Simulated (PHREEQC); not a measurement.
Consider water at 25 °C with 18 mmol/kgw HBF4. Closed to the air; pH follows from the charge balance.

Model: ion-association model, phreeqc.dat, run in PHREEQC.

Each row changes one thing in this solution. No solid was allowed to form.

| case | pH | ionic strength (mol/kgw) | BF4- (mol/kgw) | HF (mol/kgw) | H3BO3 (mol/kgw) | BF3OH- (mol/kgw) |
|---|---|---|---|---|---|---|
| as made | 1.82 | 0.0167 | 0.0154 | 0.00745 | 0.00170 | 0.000757 |
| HBF4 from 0.018 to 0.0162 mol/kgw | 1.87 | 0.0150 | 0.0137 | 0.00713 | 0.00164 | 0.000705 |
| temperature from 25 to 45 °C | 1.84 | 0.0160 | 0.0146 | 0.0102 | 0.00236 | 0.000781 |
| diluted 100-fold with water | 3.37 | 0.000441 | 9.49e-8 | 0.000277 | 0.000179 | 1.26e-7 |
| 0.0029 mol/kgw (CH3)4NF added | 1.89 | 0.0173 | 0.0160 | 0.00799 | 0.00115 | 0.000733 |
| diluted 2-fold with water | 2.12 | 0.00820 | 0.00707 | 0.00554 | 0.00135 | 0.000468 |
| 0.00019 mol/kgw NaHCO3 added | 1.83 | 0.0167 | 0.0154 | 0.00744 | 0.00170 | 0.000759 |
| HBF4 from 0.018 to 0.027 mol/kgw | 1.65 | 0.0254 | 0.0239 | 0.00881 | 0.00196 | 0.000992 |

At this temperature some constants are extrapolated from 25 °C, and those without enthalpy data are left unchanged. Real BF4- forms and hydrolyses slowly; the run takes it at equilibrium.
